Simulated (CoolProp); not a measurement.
Vapour-liquid equilibrium of ethane (1) + C3F8 (R218) (2) at -6.45 °C; x and y are mole fractions of (1).

Model: multi-fluid Helmholtz-energy mixture model, Bücker 2006 and Lemmon 2006; pair parameters Bell 2016, in CoolProp.

```
x     bubble pressure (bar)  y at the bubble point  dew pressure at overall composition x (bar)  liquid density (mol/L)
----  ---------------------  ---------------------  -------------------------------------------  ----------------------
0.05                  4.720                  0.294                                        3.521                   8.059
0.2                   8.732                  0.635                                        4.177                   8.576
0.35                  11.95                  0.750                                        5.110                   9.145
0.5                   14.31                  0.809                                        6.549                   9.797
0.65                  16.21                  0.854                                        9.052                   10.60
0.8                   17.98                  0.903                                        13.92                   11.66
0.95                  19.77                  0.970                                        19.30                   13.16
```

No azeotrope shows between x = 0.05 and 0.95.

Pair parameters are fitted to limited data, so mixtures are less certain than the pure fluids.
